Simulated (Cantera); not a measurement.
An isothermal, constant-pressure homogeneous reactor starts with CH4 : H2 = 0.0079 : 1 (molar parts), at 1675 K and 15.0 Torr. Integrator tolerance rtol = 1e-08.

Computed with Cantera and GRI-Mech 3.0 (53 species, 325 reactions). GRI-Mech 3.0 stops at C3 and has no aromatics, soot or wall deposition, so with more carbon than oxygen in the feed, carbon stays in small species such as C2H2 where larger ones or solid carbon would form. Radical loss at walls, strong at low pressure, is not modelled.

Problem. What does this change do: CH4 0.0079 to 0.011 parts?

Solution. 
| quantity | before | after |
|---|---|---|
| x(CH4) at 100 s | 0.000288 (gas-phase equilibrium 0.000192) | 0.000307 (gas-phase equilibrium 0.000225) |
| x(H2) at 100 s | 0.995 (gas-phase equilibrium 0.995) | 0.994 (gas-phase equilibrium 0.994) |
| x(C2H4) at 100 s | 4.38e-6 (gas-phase equilibrium 4.44e-6) | 6.11e-6 (gas-phase equilibrium 6.15e-6) |
| x(C2H) at 100 s | 1.53e-8 (gas-phase equilibrium 1.55e-8) | 2.14e-8 (gas-phase equilibrium 2.16e-8) |
| x(CH3) at 100 s | 4.84e-6 (gas-phase equilibrium 3.22e-6) | 5.17e-6 (gas-phase equilibrium 3.79e-6) |
